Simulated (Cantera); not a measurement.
Cantera run:

```python
import numpy as np
import cantera as ct

gas_names = """
    BCL3 F2 BF3 CL F
""".split()
cond_names = """

""".split()


# ... load() reads the species with a 1 bar reference pressure and builds the phases ...
species = {s.name: s for s in load("nasa_gas.yaml", gas_names) + load("nasa_condensed.yaml", cond_names)}
# Each term lists the table entries of one substance; the one whose range holds T is used.
reactions = {
    '2 BCl3(g) + 3 F2(g) = 2 BF3(g) + 6 Cl(g)':
        [(-2, ['BCL3']), (-3, ['F2']), (2, ['BF3']), (6, ['CL'])],
    'BCl3(g) + 3 F(g) = 3 Cl(g) + BF3(g)':
        [(-1, ['BCL3']), (-3, ['F']), (3, ['CL']), (1, ['BF3'])],
}


def pick(names, T):
    return next(species[n] for n in names if species[n].thermo.min_temp <= T <= species[n].thermo.max_temp)


results = []
for label, terms in reactions.items():
    print(label)
    print("     T/K   dH/kJ  dS/(J/K)   dG/kJ   log10 K")
    for T in [300, 425, 625, 825, 1025, 1225, 1425, 1625]:
        used = [(nu, pick(names, T)) for nu, names in terms]
        dH = sum(nu * s.thermo.h(T) for nu, s in used) / 1e6
        dS = sum(nu * s.thermo.s(T) for nu, s in used) / 1e3
        dG = dH - T * dS / 1e3
        logK = -dG * 1e6 / (ct.gas_constant * T * np.log(10))
        results.append((label, T, dH, dS, dG, logK, [s.name for _, s in used]))
        print(f"{T:8g} {dH:8.1f} {dS:8.1f} {dG:8.1f} {logK:8.2f}")
```

Result:

```
2 BCl3(g) + 3 F2(g) = 2 BF3(g) + 6 Cl(g)
     T/K   dH/kJ  dS/(J/K)   dG/kJ   log10 K
     300   -737.6    311.2   -830.9   144.67
     425   -735.8    316.0   -870.1   106.94
     625   -732.9    321.7   -933.9    78.05
     825   -729.8    325.9   -998.7    63.23
    1025   -726.9    329.1  -1064.2    54.23
    1225   -724.3    331.5  -1130.3    48.20
    1425   -721.9    333.2  -1196.8    43.87
    1625   -719.8    334.6  -1263.6    40.62
BCl3(g) + 3 F(g) = 3 Cl(g) + BF3(g)
     T/K   dH/kJ  dS/(J/K)   dG/kJ   log10 K
     300   -607.0    -16.6   -602.0   104.82
     425   -608.5    -21.0   -599.6    73.70
     625   -609.9    -23.7   -595.1    49.74
     825   -610.6    -24.6   -590.3    37.37
    1025   -610.9    -25.0   -585.3    29.83
    1225   -611.0    -25.1   -580.3    24.74
    1425   -611.1    -25.1   -575.3    21.09
    1625   -611.1    -25.2   -570.2    18.33
```

Source: NASA polynomial tables (part measured, part estimated), evaluated in Cantera. Condensed species are held in their standard states even where they would react or evaporate.
